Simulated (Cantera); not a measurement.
Mixture: C2H4 : O2 : N2 : H2O = 1 : 4.62 : 22.2 : 7.8 (molar parts), equivalence ratio 0.65, at 4.05 atm, adiabatic and at constant volume. Ignition delay is the time to a rise of 400 K.

Cantera simulation using GRI-Mech 3.0 (53 species, 325 reactions); the numbers are that mechanism's predictions, not measurements. GRI-Mech 3.0 was tuned for natural gas; its chemistry of ethylene as a main component is partial and can be far from experiment.

**Question.** At T0 = 1450 K, what is the delay, and which 6 reactions control it most (d ln τ / d ln k, from doubling and halving each rate constant)?

**Answer.** The delay is 18.1 µs.
| reaction | d ln τ / d ln k | faster rate |
|---|---|---|
| H + O2 <=> O + OH | -0.58 | shortens it |
| C2H3 + O2 <=> CH2CHO + O | -0.46 | shortens it |
| C2H4 + OH <=> C2H3 + H2O | -0.30 | shortens it |
| C2H4 + O <=> CH2CHO + H | -0.30 | shortens it |
| C2H3 + O2 <=> CH2O + HCO | 0.29 | lengthens it |
| H + O2 + H2O <=> HO2 + H2O | 0.27 | lengthens it |
